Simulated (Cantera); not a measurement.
What does this Cantera script print?

```python
import numpy as np
import cantera as ct

gas = ct.Solution("gri30.yaml")
gas.TPX = 2025, 710000, {'CH4': 1, 'H2O': 0.37, 'H2': 0.042}
inlet = ct.Reservoir(gas, clone=True)

reactor = ct.IdealGasConstPressureReactor(gas, energy="off", clone=False)
exhaust = ct.Reservoir(gas, clone=True)
tau = [0.73, 0.37, 0.18, 0.093, 0.047, 0.023, 0.012, 0.0059, 0.003, 0.0015][0]
for a, b in ((inlet, reactor), (reactor, exhaust)):
    ct.MassFlowController(a, b, mdot=lambda t: reactor.mass / tau)
net = ct.ReactorNet([reactor])
show = ['CH4', 'H2O', 'H2', 'CH2O', 'OH', 'C2H4', 'HO2']

rows = []
print(f"{'tau/s':>10s}{'T/K':>9s}" + "".join(f"{s:>11s}" for s in show))
for tau in [0.73, 0.37, 0.18, 0.093, 0.047, 0.023, 0.012, 0.0059, 0.003, 0.0015]:
    net.initial_time = 0.0
    net.advance(30 * tau)
    before = gas.X
    net.advance(40 * tau)
    drift = np.max(np.abs(gas.X - before) / (gas.X + 1e-9))
    rows.append([gas.T, *gas[show].X, drift])
    print(f"{tau:10.3e}{gas.T:9.1f}" + "".join(f"{x:11.3e}" for x in gas[show].X))
```

Output:

```
     tau/s      T/K        CH4        H2O         H2       CH2O         OH       C2H4        HO2
 7.300e-01   2025.0  1.954e-02  1.433e-03  7.366e-01  2.943e-07  1.262e-07  3.164e-03  2.121e-16
 3.700e-01   2025.0  2.005e-02  2.775e-03  7.352e-01  2.995e-07  2.445e-07  3.180e-03  7.956e-16
 1.800e-01   2025.0  2.108e-02  5.509e-03  7.324e-01  3.117e-07  4.861e-07  3.212e-03  3.137e-15
 9.300e-02   2025.0  2.280e-02  1.007e-02  7.277e-01  3.364e-07  8.905e-07  3.267e-03  1.049e-14
 4.700e-02   2025.0  2.581e-02  1.804e-02  7.196e-01  3.930e-07  1.601e-06  3.361e-03  3.374e-14
 2.300e-02   2025.0  3.090e-02  3.119e-02  7.060e-01  5.267e-07  2.786e-06  3.515e-03  1.013e-13
 1.200e-02   2025.0  3.784e-02  4.795e-02  6.883e-01  7.809e-07  4.318e-06  3.708e-03  2.407e-13
 5.900e-03   2025.0  4.872e-02  7.075e-02  6.630e-01  1.318e-06  6.439e-06  3.967e-03  5.268e-13
 3.000e-03   2025.0  6.335e-02  9.483e-02  6.339e-01  2.233e-06  8.725e-06  4.255e-03  9.489e-13
 1.500e-03   2025.0  8.417e-02  1.192e-01  5.998e-01  3.762e-06  1.108e-05  4.621e-03  1.491e-12
```

Model: GRI-Mech 3.0 (53 species, 325 reactions), integrated in Cantera. GRI-Mech 3.0 stops at C3 and has no aromatics, soot or wall deposition, so with more carbon than oxygen in the feed, carbon stays in small species such as C2H2 where larger ones or solid carbon would form.
